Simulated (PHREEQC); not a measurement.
A solution holds 6.1e-05 mol Ca(HCO3)2, 0.00013 mol Na2CO3 and 0.13 mol MgSO4 per kg of water, at 25 °C. Closed to the air; pH follows from the charge balance.

The numbers come from PHREEQC with the ion-association model, phreeqc.dat.

Precipitation was switched off in this run.

### Question
Estimate the pH.

### Answer
pH 8.78.

### Question
In which forms is Ca present?

### Answer
Ca+2 54 %, CaSO4 46 % of the Ca.
